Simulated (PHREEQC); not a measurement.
Buffer

A solution holds 0.067 mol/kgw H3PO4, 0.0083 mol/kgw KOH and 0.035 mol/kgw TMAH, at 15 °C. Closed to the air; pH follows from the charge balance.

Model: ion-association model, wateq4f.dat, run in PHREEQC.

```json
{
 "pH": "2.42",
 "ionic_strength": "0.0477 mol/kgw",
 "total_alkalinity": "-23.7 meq/kg"
}
```

```
species   molality  activity   log γ
--------  --------  --------  ------
H2PO4-      0.0477    0.0398  -0.079
(CH3)4N+    0.0350    0.0288  -0.085
H3PO4       0.0193    0.0195   0.005
K+         0.00830   0.00679  -0.087
H+         0.00440   0.00377  -0.067
HPO4-2     1.30e-6   6.18e-7  -0.323
KHPO4-     9.81e-9   8.18e-9  -0.079
```

No solid was allowed to form. (CH3)4N+ isn't in the database: it is added as a free cation with an ion size of 4 Å. H3PO4, which wateq4f.dat lacks, is added to it with the constant of phreeqc.dat.
